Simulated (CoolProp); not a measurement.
Computed with CoolProp (reference Helmholtz-energy equation of state, Span 2003). It is a short technical equation, of lower accuracy than the large ones.

Task: Give the vapour pressure (MPa), liquid density (kg/m³), vapour density (kg/m³) of saturated n-heptane at 318.3, 398.9, 415 K.

Result: 
```json
[
 {"T (K)": "318.3", "p (MPa)": "0.0154", "liquid density (kg/m³)": "662", "vapour density (kg/m³)": "0.592"},
 {"T (K)": "398.9", "p (MPa)": "0.212", "liquid density (kg/m³)": "587", "vapour density (kg/m³)": "7.04"},
 {"T (K)": "415", "p (MPa)": "0.312", "liquid density (kg/m³)": "570", "vapour density (kg/m³)": "10.2"}
]
```
